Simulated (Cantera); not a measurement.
Ammonia decomposition in nitride growth gas

An isothermal, constant-pressure homogeneous reactor starts with 6.25 % NH₃, 93.8 % N₂, at 2323 K and 2.00 bar.

Cantera simulation using the gas-phase N/H chemistry of the illustrative SiF4/NH3 mechanism in the Surface Chemkin manual (1991); the numbers are that mechanism's predictions, not measurements. Walls and surfaces, which speed up NH3 decomposition in real reactors, are not modelled.

```json
[
 {"t (s)": "0.000200", "x NH₃": "0.0519", "x H₂": "0.0140", "x N₂": "0.933", "x N": "3.17e-6", "x NH₂": "0.000890", "x N₂H₄": "7.79e-8"},
 {"t (s)": "0.000455", "x NH₃": "0.0411", "x H₂": "0.0295", "x N₂": "0.929", "x N": "5.15e-6", "x NH₂": "0.000651", "x N₂H₄": "4.17e-8"},
 {"t (s)": "0.00104", "x NH₃": "0.0245", "x H₂": "0.0531", "x N₂": "0.922", "x N": "6.54e-6", "x NH₂": "0.000410", "x N₂H₄": "1.65e-8"},
 {"t (s)": "0.00236", "x NH₃": "0.00785", "x H₂": "0.0767", "x N₂": "0.915", "x N": "6.74e-6", "x NH₂": "0.000175", "x N₂H₄": "3.00e-9"},
 {"t (s)": "0.00537", "x NH₃": "0.000658", "x H₂": "0.0866", "x N₂": "0.911", "x N": "5.03e-6", "x NH₂": "2.90e-5", "x N₂H₄": "8.25e-11"},
 {"t (s)": "0.0122", "x NH₃": "2.35e-5", "x H₂": "0.0870", "x N₂": "0.911", "x N": "1.12e-6", "x NH₂": "1.89e-6", "x N₂H₄": "<1e-12"},
 {"t (s)": "0.0278", "x NH₃": "4.63e-6", "x H₂": "0.0870", "x N₂": "0.911", "x N": "2.50e-7", "x NH₂": "3.88e-7", "x N₂H₄": "<1e-12"},
 {"t (s)": "0.0632", "x NH₃": "1.69e-6", "x H₂": "0.0870", "x N₂": "0.911", "x N": "9.10e-8", "x NH₂": "1.41e-7", "x N₂H₄": "<1e-12"},
 {"t (s)": "0.144", "x NH₃": "8.35e-7", "x H₂": "0.0870", "x N₂": "0.911", "x N": "4.51e-8", "x NH₂": "6.99e-8", "x N₂H₄": "<1e-12"},
 {"t (s)": "0.328", "x NH₃": "6.36e-7", "x H₂": "0.0870", "x N₂": "0.911", "x N": "3.44e-8", "x NH₂": "5.33e-8", "x N₂H₄": "<1e-12"},
 {"t (s)": "0.746", "x NH₃": "6.23e-7", "x H₂": "0.0870", "x N₂": "0.911", "x N": "3.37e-8", "x NH₂": "5.21e-8", "x N₂H₄": "<1e-12"},
 {"t (s)": "1.70", "x NH₃": "6.23e-7", "x H₂": "0.0870", "x N₂": "0.911", "x N": "3.37e-8", "x NH₂": "5.21e-8", "x N₂H₄": "<1e-12"},
 {"t (s)": "3.86", "x NH₃": "6.23e-7", "x H₂": "0.0870", "x N₂": "0.911", "x N": "3.37e-8", "x NH₂": "5.21e-8", "x N₂H₄": "<1e-12"},
 {"t (s)": "8.79", "x NH₃": "6.23e-7", "x H₂": "0.0870", "x N₂": "0.911", "x N": "3.37e-8", "x NH₂": "5.21e-8", "x N₂H₄": "<1e-12"},
 {"t (s)": "20.0", "x NH₃": "6.23e-7", "x H₂": "0.0870", "x N₂": "0.911", "x N": "3.37e-8", "x NH₂": "5.21e-8", "x N₂H₄": "<1e-12"}
]
```
x: mole fraction; the columns are a selection and need not sum to one.

Equilibrium at this temperature and pressure: NH₃ 6.23e-7, H₂ 0.0870, N₂ 0.911, N 3.37e-8, NH₂ 5.21e-8, N₂H₄ <1e-12 (gas phase only).
